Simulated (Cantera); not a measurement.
Input (Python, Cantera) and output of one run.

```python
import numpy as np
import cantera as ct

gas_names = [...]  # 95 gases of nasa_gas.yaml made of C, F, H
cond_names = """
    C(gr) C6H6(L) C7H8(L) C8H18(L),n-octa
""".split()


# ... load() reads the species with a 1 bar reference pressure and builds the phases ...
atoms = {
    'CH2F2': {'C': 1, 'H': 2, 'F': 2},
    'CH4': {'C': 1, 'H': 4},
    'H2': {'H': 2},
}
top_T = {'C(gr)': 4500}  # K; cautious upper limits of use, not melting points


# ... equilibrate(T, P, feed) seeds the gas with the atoms and calls Mixture.equilibrate('TP', solver="vcs", rtol=1e-11, max_steps=5000) ...
results = []
feed = {'CH2F2': 1, 'CH4': 0.089, 'H2': 0.082}  # mol
for P in [1, 6.8, 46, 320, 2200, 15000, 100000]:
    for T in [2423, 2498, 2573, 2648, 2723, 2798, 2873, 2948, 3023, 3098]:
        mix = equilibrate(T, P, feed)
        results.append((T, P, feed, dict(zip(mix.species_names, mix.species_moles))))

for T, P, feed, n in results:
    print(f"{T:7g} {P:10.4g}  " + (" + ".join(c for c in cond_names if n.get(c, 0) > 1e-12) or "gas only"))
```

Output:

```
   2423          1  C(gr)
   2498          1  C(gr)
   2573          1  gas only
   2648          1  gas only
   2723          1  gas only
   2798          1  gas only
   2873          1  gas only
   2948          1  gas only
   3023          1  gas only
   3098          1  gas only
   2423        6.8  C(gr)
   2498        6.8  C(gr)
   2573        6.8  C(gr)
   2648        6.8  C(gr)
   2723        6.8  gas only
   2798        6.8  gas only
   2873        6.8  gas only
   2948        6.8  gas only
   3023        6.8  gas only
   3098        6.8  gas only
   2423         46  C(gr)
   2498         46  C(gr)
   2573         46  C(gr)
   2648         46  C(gr)
   2723         46  C(gr)
   2798         46  C(gr)
   2873         46  gas only
   2948         46  gas only
   3023         46  gas only
   3098         46  gas only
   2423        320  C(gr)
   2498        320  C(gr)
   2573        320  C(gr)
   2648        320  C(gr)
   2723        320  C(gr)
   2798        320  C(gr)
   2873        320  C(gr)
   2948        320  C(gr)
   3023        320  gas only
   3098        320  gas only
   2423       2200  C(gr)
   2498       2200  C(gr)
   2573       2200  C(gr)
   2648       2200  C(gr)
   2723       2200  C(gr)
   2798       2200  C(gr)
   2873       2200  C(gr)
   2948       2200  C(gr)
   3023       2200  C(gr)
   3098       2200  C(gr)
   2423    1.5e+04  C(gr)
   2498    1.5e+04  C(gr)
   2573    1.5e+04  C(gr)
   2648    1.5e+04  C(gr)
   2723    1.5e+04  C(gr)
   2798    1.5e+04  C(gr)
   2873    1.5e+04  C(gr)
   2948    1.5e+04  C(gr)
   3023    1.5e+04  C(gr)
   3098    1.5e+04  C(gr)
   2423      1e+05  C(gr)
   2498      1e+05  C(gr)
   2573      1e+05  C(gr)
   2648      1e+05  C(gr)
   2723      1e+05  C(gr)
   2798      1e+05  C(gr)
   2873      1e+05  C(gr)
   2948      1e+05  C(gr)
   3023      1e+05  C(gr)
   3098      1e+05  C(gr)
```

Method: chemical equilibrium by Gibbs-energy minimisation in Cantera with the NASA 1993 tables (ideal gas, pure condensed phases).
